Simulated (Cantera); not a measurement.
Feed: 1 mol borazine, 2.9 mol H2O, at 925 K and 10.0 mbar.

Method: chemical equilibrium by Gibbs-energy minimisation in Cantera with the NASA 1993 tables (ideal gas, pure condensed phases). Candidate condensed phases: B, BN, B2O3, B3O3H3, H2O; 39 gas species. The feed counts by its element totals alone. Kinetics and transport are ignored.

Base state: H2 0.859, N2 0.141, H2O 0.000955 (mole fractions); condensed: BN(s) + B2O3(l).

**Question.** What changes in the equilibrium state with this change: H2O from 2.9 to 0.073 mol?

**Answer.** 
| species | before | after |
|---|---|---|
| H2 | 0.859 | 0.992 |
| N2 | 0.141 | 0.00772 |
| H2O | 0.000955 | 0.000420 |
| BN(s), mol | 1.07 | 2.95 |
| B2O3(l), mol | 0.964 | 0.0239 |
